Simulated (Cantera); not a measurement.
Cantera with NASA thermochemical tables; ideal gases at 1 bar, condensed phases pure. Values are per mole of reaction as written; species without (g) are pure solids or liquids, kept so even where they would boil at 1 bar.

Task: Between 300 and 1625 K, where is each reaction favourable under standard conditions?
- 2 O3(g) + 3 MgS → 3 Mg + 3 SO2(g)

Result: 
- 2 O3(g) + 3 MgS → 3 Mg + 3 SO2(g): ΔG° is -201 kJ at 300 K and -480 kJ at 1625 K; it stays negative (K > 1). ΔH° is -124 kJ and ΔS° 219 J/K at 1625 K.
